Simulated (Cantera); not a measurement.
A closed system holds: 1 mol SiH2Cl2, 48 mol N2O, 190 mol N2, 0.17 mol O2, held at 1300 K and 0.000100 bar.

Cantera equilibrium calculation (NASA polynomials, part measured and part estimated; ideal gas, pure solids and liquids). Candidate condensed phases: H2O, NH4Cl, Si, SiO2, Si2N2O, Si3N4; 47 gas species. The tables hold silica as quartz up to 1696 K and as liquid above; real silica turns to tridymite and cristobalite and melts near 1996 K. The numbers say what is thermodynamically allowed, not how fast it happens.

Question: What is the equilibrium state?

Answer: 
| Property | Result |
|---|---|
| x(N2) | 0.904 |
| x(O2) | 0.0872 |
| x(HCl) | 0.00510 |
| x(Cl) | 0.00249 |
| x(H2O) | 0.00124 |
| x(NO) | 0.000273 |
| x(OH) | 9.40e-6 |
| x(O) | 5.22e-6 |
| x(Cl2) | 4.02e-6 |
| n(SiO2(β-quartz)) | 1.00 mol |
| gas amount | 263.3 mol |
| log10 activity of Si(s) (absent) | -22.18 |
